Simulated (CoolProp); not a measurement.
Saturation properties of tetrahydrofuran (Tc = 540.2 K, pc = 5.304 MPa, ω = 0.234).

Values from CoolProp's reference Helmholtz-energy equation of state, Fiedler 2023.

| T (K) | p (MPa) | liquid density (kg/m³) | enthalpy of vaporisation (kJ/kg) | liquid cp (kJ/(kg K)) |
|---|---|---|---|---|
| 425.1 | 0.8760 | 725.7 | 340.9 | 2.294 |
| 429 | 0.9446 | 720.0 | 336.7 | 2.317 |
| 432.8 | 1.015 | 714.4 | 332.4 | 2.339 |
| 436.7 | 1.092 | 708.5 | 328.0 | 2.363 |
| 440.6 | 1.172 | 702.6 | 323.4 | 2.388 |
| 444.4 | 1.255 | 696.6 | 318.8 | 2.413 |
| 448.3 | 1.344 | 690.4 | 314.0 | 2.440 |
| 452.1 | 1.436 | 684.2 | 309.2 | 2.467 |

It boils at 339.1 K under 1 atm.
